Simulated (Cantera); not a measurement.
**Si + H2O + N2 + CO2 (thermal oxidation and active oxidation of silicon)**

A closed system holds: 1 mol Si, a varied amount of H2O, 12 mol N2, 0.1 mol CO2, equilibrated at 1002 °C and 650000 Pa.

Method: chemical equilibrium by Gibbs-energy minimisation in Cantera with the NASA 1993 tables (ideal gas, pure condensed phases). Candidate condensed phases: C, C6H6, C7H8, C8H18, H2O, Si, SiC, SiO2, Si2N2O, Si3N4; 151 gas species. N2 is the only nitrogen source here; it is nearly inert below about 1500 K, so the nitride shown seldom forms there in practice. Mutual solubility and eutectic melting of coexisting phases are not modelled. The tables hold silica as quartz up to 1696 K and as liquid above; real silica turns to tridymite and cristobalite and melts near 1996 K. Rates play no part.

From 0.0083 mol H2O to 0.28 mol H2O the condensed part is C(graphite) + Si2N2O(s) + Si3N4(s). At 0.41 mol H2O the condensed part is SiO2(β-quartz) + Si2N2O(s).

```json
[
 {"n(H2O) (mol)": "0.0083", "x N2": "0.999", "x H2": "0.000725", "x CO": "2.47e-7", "x CH4": "3.17e-8", "x H2O": "1.36e-11", "x HCN": "4.38e-6", "n C(graphite)": "0.0999", "n Si2N2O(s)": "0.208", "n Si3N4(s)": "0.194", "n SiO2(β-quartz)": "0"},
 {"n(H2O) (mol)": "0.012", "x N2": "0.999", "x H2": "0.00105", "x CO": "2.47e-7", "x CH4": "6.62e-8", "x H2O": "1.96e-11", "x HCN": "5.27e-6", "n C(graphite)": "0.0999", "n Si2N2O(s)": "0.212", "n Si3N4(s)": "0.192", "n SiO2(β-quartz)": "0"},
 {"n(H2O) (mol)": "0.017", "x N2": "0.999", "x H2": "0.00148", "x CO": "2.47e-7", "x CH4": "1.33e-7", "x H2O": "2.78e-11", "x HCN": "6.27e-6", "n C(graphite)": "0.0999", "n Si2N2O(s)": "0.217", "n Si3N4(s)": "0.189", "n SiO2(β-quartz)": "0"},
 {"n(H2O) (mol)": "0.024", "x N2": "0.998", "x H2": "0.00209", "x CO": "2.47e-7", "x CH4": "2.64e-7", "x H2O": "3.92e-11", "x HCN": "7.44e-6", "n C(graphite)": "0.0999", "n Si2N2O(s)": "0.224", "n Si3N4(s)": "0.184", "n SiO2(β-quartz)": "0"},
 {"n(H2O) (mol)": "0.034", "x N2": "0.997", "x H2": "0.00296", "x CO": "2.47e-7", "x CH4": "5.30e-7", "x H2O": "5.55e-11", "x HCN": "8.85e-6", "n C(graphite)": "0.0999", "n Si2N2O(s)": "0.234", "n Si3N4(s)": "0.177", "n SiO2(β-quartz)": "0"},
 {"n(H2O) (mol)": "0.049", "x N2": "0.996", "x H2": "0.00427", "x CO": "2.47e-7", "x CH4": "1.10e-6", "x H2O": "7.98e-11", "x HCN": "1.06e-5", "n C(graphite)": "0.0999", "n Si2N2O(s)": "0.249", "n Si3N4(s)": "0.167", "n SiO2(β-quartz)": "0"},
 {"n(H2O) (mol)": "0.069", "x N2": "0.994", "x H2": "0.00599", "x CO": "2.47e-7", "x CH4": "2.16e-6", "x H2O": "1.12e-10", "x HCN": "1.26e-5", "n C(graphite)": "0.0998", "n Si2N2O(s)": "0.269", "n Si3N4(s)": "0.154", "n SiO2(β-quartz)": "0"},
 {"n(H2O) (mol)": "0.098", "x N2": "0.991", "x H2": "0.00848", "x CO": "2.46e-7", "x CH4": "4.33e-6", "x H2O": "1.58e-10", "x HCN": "1.49e-5", "n C(graphite)": "0.0998", "n Si2N2O(s)": "0.298", "n Si3N4(s)": "0.135", "n SiO2(β-quartz)": "0"},
 {"n(H2O) (mol)": "0.14", "x N2": "0.988", "x H2": "0.0121", "x CO": "2.46e-7", "x CH4": "8.75e-6", "x H2O": "2.25e-10", "x HCN": "1.78e-5", "n C(graphite)": "0.0997", "n Si2N2O(s)": "0.340", "n Si3N4(s)": "0.107", "n SiO2(β-quartz)": "0"},
 {"n(H2O) (mol)": "0.2", "x N2": "0.983", "x H2": "0.0171", "x CO": "2.46e-7", "x CH4": "1.76e-5", "x H2O": "3.18e-10", "x HCN": "2.11e-5", "n C(graphite)": "0.0995", "n Si2N2O(s)": "0.400", "n Si3N4(s)": "0.0667", "n SiO2(β-quartz)": "0"},
 {"n(H2O) (mol)": "0.28", "x N2": "0.976", "x H2": "0.0237", "x CO": "2.45e-7", "x CH4": "3.38e-5", "x H2O": "4.40e-10", "x HCN": "2.48e-5", "n C(graphite)": "0.0993", "n Si2N2O(s)": "0.480", "n Si3N4(s)": "0.0133", "n SiO2(β-quartz)": "0"},
 {"n(H2O) (mol)": "0.41", "x N2": "0.958", "x H2": "0.0340", "x CO": "0.00824", "x CH4": "5.41e-5", "x H2O": "2.73e-5", "x HCN": "2.28e-5", "n C(graphite)": "0", "n Si2N2O(s)": "0.496", "n Si3N4(s)": "0", "n SiO2(β-quartz)": "0.00703"}
]
```
x: gas mole fraction; n: condensed amount in mol.
